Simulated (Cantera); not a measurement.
What does this Cantera script print?

```python
import numpy as np
import cantera as ct

gas = ct.Solution("h2o2.yaml")
gas.TPX = 1148, 2666, {'H2': 0.0064, 'O2': 1, 'H2O': 0.062}
reactor = ct.IdealGasConstPressureReactor(gas, energy="off", clone=False)
net = ct.ReactorNet([reactor])
net.rtol, net.atol = 1e-08, 1e-18
show = ['H2', 'O2', 'H', 'HO2', 'OH']
times = np.geomspace(0.0002, 10, 13)

steps = ct.SolutionArray(gas, extra=["t"])
rows = []
print(f"{'t/s':>10s}{'T/K':>9s}{'P/Pa':>11s}" + "".join(f"{s:>11s}" for s in show))
for t in times:
    while net.time < t:
        t_next = net.step()
        steps.append(gas.state, t=t_next)
    rows.append([np.interp(t, steps.t, y) for y in (steps.T, steps.P, *steps(*show).X.T)])
    print(f"{t:10.3e}{rows[-1][0]:9.1f}{rows[-1][1]:11.4g}" + "".join(f"{x:11.3e}" for x in rows[-1][2:]))
rate = np.gradient(steps.T, steps.t)
print("integrator steps:", len(steps.t))
if steps.T.max() > steps.T[0] + 200:
    print(f"time of steepest temperature rise: {steps.t[rate.argmax()]:.4e} s")
gas.TPX = 1148, 2666, {'H2': 0.0064, 'O2': 1, 'H2O': 0.062}
gas.equilibrate("TP")
print(f"equilibrium (TP): T = {gas.T:.1f} K  " + "  ".join(f"{s} {gas[s].X[0]:.3e}" for s in show))
```

It prints:

```
       t/s      T/K       P/Pa         H2         O2          H        HO2         OH
 2.000e-04   1148.0       2666  5.990e-03  9.360e-01  1.704e-10  7.776e-10  7.013e-10
 4.927e-04   1148.0       2666  5.990e-03  9.360e-01  3.786e-10  1.935e-09  2.536e-09
 1.214e-03   1148.0       2666  5.990e-03  9.360e-01  2.007e-09  5.024e-09  1.673e-08
 2.991e-03   1148.0       2666  5.989e-03  9.360e-01  9.412e-08  3.119e-08  8.182e-07
 7.368e-03   1148.0       2666  2.143e-03  9.327e-01  3.291e-04  5.197e-06  1.221e-03
 1.815e-02   1148.0       2666  8.565e-05  9.333e-01  1.647e-04  3.759e-06  8.616e-04
 4.472e-02   1148.0       2666  2.709e-05  9.349e-01  2.985e-05  1.967e-06  4.881e-04
 1.102e-01   1148.0       2666  6.453e-06  9.355e-01  3.600e-06  7.357e-07  2.418e-04
 2.714e-01   1148.0       2666  1.465e-06  9.357e-01  4.072e-07  2.261e-07  1.172e-04
 6.687e-01   1148.0       2666  3.677e-07  9.357e-01  5.345e-08  6.826e-08  5.962e-05
 1.648e+00   1148.0       2666  1.058e-07  9.358e-01  8.527e-09  2.253e-08  3.234e-05
 4.059e+00   1148.0       2666  3.414e-08  9.358e-01  1.600e-09  9.000e-09  1.851e-05
 1.000e+01   1148.0       2666  1.203e-08  9.358e-01  3.401e-10  5.358e-09  1.104e-05
integrator steps: 1460
equilibrium (TP): T = 1148.0 K  H2 1.680e-09  O2 9.358e-01  H 1.810e-11  HO2 7.276e-09  OH 4.134e-06
```

Computed with Cantera and the H2/O2 subset of GRI-Mech 3.0, which has no nitrogen chemistry. Radical loss at walls, strong at low pressure, is not modelled.
